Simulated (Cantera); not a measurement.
Input (Python, Cantera):

```python
import numpy as np
import cantera as ct

gas = ct.Solution("gri30.yaml")
gas.TPX = 1725, 100000, {'NO': 1, 'N2': 4.9}
inlet = ct.Reservoir(gas, clone=True)

reactor = ct.IdealGasConstPressureReactor(gas, energy="off", clone=False)
exhaust = ct.Reservoir(gas, clone=True)
tau = [5.6, 1.3, 0.29, 0.066, 0.015, 0.0034, 0.00077, 0.00017][0]
for a, b in ((inlet, reactor), (reactor, exhaust)):
    ct.MassFlowController(a, b, mdot=lambda t: reactor.mass / tau)
net = ct.ReactorNet([reactor])
show = ['NO', 'O2', 'O', 'N2O', 'N2', 'NO2']

rows = []
print(f"{'tau/s':>10s}{'T/K':>9s}" + "".join(f"{s:>11s}" for s in show))
for tau in [5.6, 1.3, 0.29, 0.066, 0.015, 0.0034, 0.00077, 0.00017]:
    net.initial_time = 0.0
    net.advance(30 * tau)
    before = gas.X
    net.advance(40 * tau)
    drift = np.max(np.abs(gas.X - before) / (gas.X + 1e-9))
    rows.append([gas.T, *gas[show].X, drift])
    print(f"{tau:10.3e}{gas.T:9.1f}" + "".join(f"{x:11.3e}" for x in gas[show].X))
```

Output:

```
     tau/s      T/K         NO         O2          O        N2O         N2        NO2
 5.600e+00   1725.0  1.404e-01  1.441e-02  7.408e-06  7.914e-06  8.450e-01  1.129e-04
 1.300e+00   1725.0  1.611e-01  4.117e-03  4.500e-06  1.042e-05  8.347e-01  7.757e-05
 2.900e-01   1725.0  1.675e-01  9.454e-04  3.061e-06  1.118e-05  8.315e-01  5.394e-05
 6.600e-02   1725.0  1.690e-01  1.963e-04  2.498e-06  1.095e-05  8.307e-01  4.379e-05
 1.500e-02   1725.0  1.694e-01  2.877e-05  1.933e-06  9.392e-06  8.306e-01  3.295e-05
 3.400e-03   1725.0  1.695e-01  1.361e-06  8.980e-07  5.708e-06  8.305e-01  1.341e-05
 7.700e-04   1725.0  1.695e-01  2.974e-08  2.891e-07  2.084e-06  8.305e-01  2.668e-06
 1.700e-04   1725.0  1.695e-01  1.574e-09  1.353e-07  5.347e-07  8.305e-01  4.502e-07
```

Detailed kinetics in Cantera: GRI-Mech 3.0 (53 species, 325 reactions).
